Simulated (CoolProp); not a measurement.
Saturated liquid density (kg/m³) of hydrogen chloride: the reference equation beside estimates from Tc = 51.5 °C, pc = 8.314 MPa, ω = 0.130. Rackett uses Z = 0.29056 − 0.08775 ω.

Values from CoolProp's reference Helmholtz-energy equation of state, Thol 2018.

```csv
T (°C),reference,Rackett,van der Waals,Redlich-Kwong,Soave-Redlich-Kwong,Peng-Robinson
-50.15,1093,1005,648.2,942.0,956.2,1082
-45.85,1081,[?],640.9,929.1,943.8,1069
-41.55,1069,982.2,633.4,915.8,931.0,1055
-37.25,1056,970.5,625.7,902.1,917.9,1040
-32.95,1043,958.5,617.8,887.9,904.2,1025
-28.55,1029,946.0,609.5,873.0,889.7,1009
-24.25,1015,933.4,601.1,858.0,875.1,992.4
-19.95,1001,920.5,592.4,842.4,[?],975.3
-15.65,[?],907.2,583.5,826.4,844.1,957.5
-11.35,970.8,893.5,574.2,809.7,827.6,938.9
-7.05,955.0,879.3,564.7,792.4,810.5,[?]
-2.75,938.6,864.6,554.7,774.4,792.5,899.0
1.55,921.5,849.3,544.3,755.7,773.8,877.5
```

Question: Complete the blanks.

Answer: 
- -45.85, Rackett: 993.7
- -19.95, Soave-Redlich-Kwong: 859.9
- -15.65, reference: 986.0
- -7.05, Peng-Robinson: 919.4

Absolute difference from the reference over all 13 rows, mean and median: Rackett 8.0 and 8.0 %, van der Waals 40.8 and 40.8 %, Redlich-Kwong 15.6 and 15.5 %, Soave-Redlich-Kwong 14.0 and 13.8 %, Peng-Robinson 2.5 and 2.2 %.
